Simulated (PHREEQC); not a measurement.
HCl is added in steps, without added water, to 1 kg of water holding 14 mmol/kgw AgF and 0.085 mmol/kgw HF, at 25 °C. O2 is buffered at 0.21 atm. The system is closed to CO2. Nothing may precipitate in this run.

Base run: PHREEQC, ion-association model, wateq4f.dat. Each further column changes one thing. The table gives AgCl (mol/kgw).

```tsv
HCl added (mol)	base	0.00074 mol/kgw HBr added	temperature from 25 to 15 °C	temperature from 25 to 10 °C	solids may form
0	0	0	0	0	0
0.0009094	0.000856	0.000854	0.000863	0.000866	3.30e-7
0.001819	0.00169	0.00169	0.00171	0.00171	3.30e-7
0.002728	0.00250	0.00249	0.00253	0.00254	3.30e-7
0.003638	0.00329	0.00327	0.00332	0.00334	3.30e-7
0.004547	0.00405	0.00402	0.00409	0.00412	3.30e-7
0.005153	0.00453	0.00449	0.00459	0.00462	3.30e-7
0.006063	0.00523	0.00518	0.00530	0.00534	3.31e-7
0.006972	0.00589	0.00581	0.00597	0.00602	3.31e-7
0.007881	0.00650	0.00640	0.00660	0.00665	3.31e-7
0.008791	0.00706	0.00694	0.00718	0.00724	3.31e-7
0.0097	0.00757	0.00741	0.00770	0.00777	3.31e-7
```

In at least one series the solution becomes supersaturated in solids that the run did not let form, among them Cerargyrite. Away from 25 °C the constants follow the database's enthalpies or fits; those with neither stay at their 25 °C values.  Solids allowed in the column 'solids may form': Cerargyrite, Ag2O.
